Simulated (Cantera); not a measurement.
A closed system holds: 1 mol HgO, a varied amount of H2, equilibrated at 902 °C and 1.00 Torr.

Cantera equilibrium calculation (NASA polynomials, part measured and part estimated; ideal gas, pure solids and liquids). Candidate condensed phases: H2O, Hg, HgO; 10 gas species. Equilibrium is a limit: real reactors are often held back by kinetics, nucleation or transport.

At 0.72 mol H2, list the 4 most abundant gas species with their mole fractions, and the condensed phases.

Hg 0.538, H2O 0.387, O2 0.0753, OH 1.69e-5. Condensed: gas only.
